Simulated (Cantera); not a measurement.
A perfectly stirred reactor is fed with NO : N₂ = 1 : 19 (molar parts), at 48.8 Torr; it is held at 1975 K, and followed from long to short residence time.

Cantera simulation using GRI-Mech 3.0 (53 species, 325 reactions); the numbers are that mechanism's predictions, not measurements.

Task: What does this change do: temperature 1975 to 2150 K?

Result: 
| quantity | before | after |
|---|---|---|
| x(NO) at τ = 2.10 s | 0.0478 | 0.0316 |
| x(N₂) at τ = 2.10 s | 0.951 | 0.959 |
| x(NO₂) at τ = 2.10 s | 1.92e-6 | 2.25e-6 |
| x(O) at τ = 2.10 s | 9.37e-5 | 0.000726 |
| x(N₂O) at τ = 2.10 s | 1.02e-6 | 4.80e-7 |
| x(NO) at τ = 20.0 ms | 0.0500 | 0.0500 |
| x(N₂) at τ = 20.0 ms | 0.950 | 0.950 |
| x(NO₂) at τ = 20.0 ms | 1.13e-7 | 9.35e-8 |
| x(O) at τ = 20.0 ms | 5.28e-6 | 1.94e-5 |
| x(N₂O) at τ = 20.0 ms | 8.44e-7 | 1.14e-6 |
